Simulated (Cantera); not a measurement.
A closed system holds: 1 mol CuO, 15 mol F2, at 723.15 K and 2.80e-5 bar.

Method: chemical equilibrium by Gibbs-energy minimisation in Cantera with the NASA 1993 tables (ideal gas, pure condensed phases). Candidate condensed phases: Cu, CuF2, CuO, Cu2O; 13 gas species. Equilibrium is a limit: real reactors are often held back by kinetics, nucleation or transport.

Base state: F2 0.632, F 0.339, O2 0.0286 (mole fractions); condensed: CuF2(s).

**Question.** What changes in the equilibrium state with this change: temperature from 723.15 K to 1073.15 K?

**Answer.** 
| species | before | after |
|---|---|---|
| F | 0.339 | 0.948 |
| CuF2 | 3.00e-6 | 0.0339 |
| O2 | 0.0286 | 0.0170 |
| F2 | 0.632 | 0.000676 |
| CuF2(s), mol | 1.000 | 0 |
